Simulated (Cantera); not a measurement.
# Pyrogenic steam for wet oxidation

An isothermal, constant-pressure homogeneous reactor starts with 5.41 % H₂, 4.50 % O₂, 90.1 % N₂, equivalence ratio 0.60, at 973 K and 0.310 bar.

Computed with Cantera and the H2/O2 subset of GRI-Mech 3.0, which has no nitrogen chemistry. The temperature is held fixed by assumption; the heat of reaction is taken as removed at once.

| t (s) | x H₂ | x O₂ | x O | x H₂O₂ | x H₂O | x H | x OH |
|---|---|---|---|---|---|---|---|
| 9.00e-6 | 0.0541 | 0.0450 | <1e-12 | <1e-12 | <1e-12 | 2.25e-12 | <1e-12 |
| 2.49e-5 | 0.0541 | 0.0450 | <1e-12 | <1e-12 | <1e-12 | 6.21e-12 | <1e-12 |
| 6.89e-5 | 0.0541 | 0.0450 | 2.12e-12 | <1e-12 | 5.43e-12 | 1.89e-11 | <1e-12 |
| 0.000191 | 0.0541 | 0.0450 | 1.21e-11 | <1e-12 | 6.90e-11 | 8.42e-11 | 3.94e-12 |
| 0.000527 | 0.0541 | 0.0450 | 1.98e-10 | <1e-12 | 1.93e-9 | 1.31e-9 | 6.34e-11 |
| 0.00146 | 0.0541 | 0.0450 | 2.04e-7 | 8.58e-10 | 2.18e-6 | 1.34e-6 | 6.63e-8 |
| 0.00403 | 0.00327 | 0.0202 | 0.000325 | 7.88e-7 | 0.0513 | 0.00137 | 0.000281 |
| 0.0112 | 0.000414 | 0.0187 | 1.84e-5 | 4.56e-7 | 0.0551 | 1.24e-5 | 2.73e-5 |
| 0.0309 | 0.000125 | 0.0186 | 3.43e-6 | 2.92e-7 | 0.0554 | 1.17e-6 | 9.25e-6 |
| 0.0854 | 3.34e-5 | 0.0185 | 6.43e-7 | 1.16e-7 | 0.0555 | 1.34e-7 | 4.10e-6 |
| 0.236 | 5.88e-6 | 0.0185 | 9.99e-8 | 2.30e-8 | 0.0555 | 1.20e-8 | 2.07e-6 |
| 0.653 | 5.04e-7 | 0.0185 | 1.60e-8 | 5.73e-9 | 0.0556 | 6.01e-10 | 1.07e-6 |
| 1.81 | 1.93e-8 | 0.0185 | 3.76e-9 | 1.67e-9 | 0.0556 | 2.71e-11 | 5.52e-7 |
| 5.00 | 1.43e-9 | 0.0185 | 1.15e-9 | 5.38e-10 | 0.0556 | 3.47e-12 | 3.06e-7 |
x: mole fraction; the columns are a selection and need not sum to one.

Equilibrium at this temperature and pressure: H₂ 2.82e-11, O₂ 0.0185, O 1.66e-11, H₂O₂ 8.31e-12, H₂O 0.0556, H <1e-12, OH 3.65e-8 (gas phase only).
